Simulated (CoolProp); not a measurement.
A simple Rankine cycle with isohexane: condensing at 291.15 K, boiler at 0.446 MPa, turbine inlet 403.8 K, turbine efficiency 0.6, pump efficiency 0.7, no recuperator. Each further row changes one setting.

Model: reference Helmholtz-energy equation of state, Lemmon 2006, in CoolProp. It is a short technical equation, of lower accuracy than the large ones.

```
case                             thermal efficiency (%)  net work (kJ/kg)  heat in (kJ/kg)  turbine exit temperature (K)  volume ratio over the turbine
-------------------------------  ----------------------  ----------------  ---------------  ----------------------------  -----------------------------
as stated                                          11.3              62.3              549                         365.9                           21.7
turbine inlet 423.8 K                              11.1              66.3              595                         386.6                           21.3
condensing temperature 283.15 K                    12.2              69.4              567                         362.1                           30.8
boiler pressure 0.312 MPa                          10.2              56.5              555                         371.5                           14.8
turbine efficiency 0.5                              9.4              51.8              549                         371.2                           22.0
```
